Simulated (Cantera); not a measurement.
Cantera run:

```python
import numpy as np
import cantera as ct

gas_names = """
    CL CLO CL2 H HCL HOCL HO2 H2 H2O H2O2 Mg MgCL MgCL2 MgH MgO MgOH MgO2H2 Mg2 O OH O2 O3
""".split()
cond_names = """
    H2O(s) H2O(L) Mg(cr) Mg(L) MgCL2(s) MgCL2(L) MgO(s) MgO(L) MgO2H2(s)
""".split()


# ... load() reads the species with a 1 bar reference pressure and builds the phases ...
atoms = {
    'MgO': {'Mg': 1, 'O': 1},
    'HCl': {'H': 1, 'CL': 1},
    'H2': {'H': 2},
}
top_T = {}  # K; cautious upper limits of use, not melting points


# ... equilibrate(T, P, feed) seeds the gas with the atoms and calls Mixture.equilibrate('TP', solver="vcs", rtol=1e-11, max_steps=5000) ...
results = []
feed = {'MgO': 1, 'HCl': 1.4, 'H2': 0.1}  # mol
T = 1248.15  # K
P = 280000  # Pa
mix = equilibrate(T, P, feed)
results.append((T, P, feed, dict(zip(mix.species_names, mix.species_moles))))
print(gas.report(threshold=0.0001))
for i in range(1, mix.n_phases):
    print(f"{mix.phase(i).name:16s} {mix.phase_moles(i):12.5e} mol")
```

Result:

```
       temperature   1248.2 K
          pressure   2.8e+05 Pa
           density   0.89388 kg/m^3
  mean mol. weight   33.13 kg/kmol
   phase of matter   gas

                          1 kg             1 kmol
                     ---------------   ---------------
          enthalpy       -2.0558e+06       -6.8107e+07  J
   internal energy        -2.369e+06       -7.8485e+07  J
           entropy            6748.4        2.2358e+05  J/K
    Gibbs function       -1.0479e+07       -3.4716e+08  J
 heat capacity c_p              1020             33794  J/K
 heat capacity c_v            769.07             25479  J/K

                      mass frac. Y      mole frac. X     chem. pot. / RT
                     ---------------   ---------------   ---------------
               HCL           0.94084           0.85495           -32.891
                H2         0.0043076          0.070789           -19.703
               H2O             0.037          0.068044           -50.563
             MgCL2          0.017856         0.0062135           -80.013
     [  +18 minor]        8.8634e-07        8.7267e-07

Mg(L)             0.00000e+00 mol
MgCL2(L)          8.73454e-02 mol
MgO(s)            9.03877e-01 mol
```

Cantera equilibrium calculation (NASA polynomials, part measured and part estimated; ideal gas, pure solids and liquids). Mutual solubility and eutectic melting of coexisting phases are not modelled.
